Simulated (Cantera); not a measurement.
A closed system holds: 1 mol CCl₄, 1.8 mol H₂, held at 2350 K and 8.10 mbar.

Equilibrium computed with Cantera from the NASA thermochemical tables; the gas is ideal and each condensed phase is pure. Candidate condensed phases: C, C₆H₆, C₇H₈, C₈H₁₈; 91 gas species. Rates play no part.

Base state: HCl 0.647, Cl 0.254, H₂ 0.0640, H 0.0351, C₂H₂ (acetylene) 0.000353, Cl₂ 9.77e-5, C₂HCl 3.16e-5 (mole fractions); condensed: C(graphite).

### Question
What changes in the equilibrium state with this change: temperature from 2350 K to 1775 K?

### Answer
```json
[
 {"species": "HCl", "before": "0.647", "after": "0.899"},
 {"species": "Cl", "before": "0.254", "after": "0.0991"},
 {"species": "Cl₂", "before": "9.77e-5", "after": "0.00101"},
 {"species": "H₂", "before": "0.0640", "after": "0.000503"},
 {"species": "H", "before": "0.0351", "after": "7.21e-5"},
 {"species": "C₂H₂ (acetylene)", "before": "0.000353", "after": "7.16e-8"},
 {"species": "C₂HCl", "before": "3.16e-5", "after": "2.79e-7"},
 {"species": "C(graphite), mol", "before": "0.996", "after": "1.000"}
]
```
